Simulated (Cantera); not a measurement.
Ignition delay

Mixture: CH4 : O2 : N2 = 1 : 2.67 : 10 (molar parts), at 1.60 bar, adiabatic and at constant pressure. Ignition delay is the time to a rise of 400 K.

Computed with Cantera and GRI-Mech 3.0 (53 species, 325 reactions).

| T0 (K) | delay (ms) |
|---|---|
| 1050 | 249 |
| 1100 | 113 |
| 1150 | 53.1 |
| 1200 | 26.0 |
| 1250 | 13.2 |
| 1300 | 6.90 |
| 1350 | 3.74 |
| 1400 | 2.10 |

| Item | Result |
|---|---|
| apparent activation energy between 1300 and 1400 K | 180 kJ/mol |
